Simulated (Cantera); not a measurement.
Charge: 1 mol CH2F2, 1.7 mol F2, 0.05 mol HCl, equilibrated at 36.0 Torr.

Method: chemical equilibrium by Gibbs-energy minimisation in Cantera with the NASA 1993 tables (ideal gas, pure condensed phases). Candidate condensed phases: C, C6H6, C7H8, C8H18; 118 gas species. Gases not in the tables: C2F6 and larger saturated fluorocarbons. Rates play no part.

Question: At 1250 °C, list the 4 most abundant gas species with their mole fractions, and the condensed phases.

Answer: HF 0.694, CF4 0.289, HCl 0.00901, Cl 0.00666. Condensed: C(graphite).
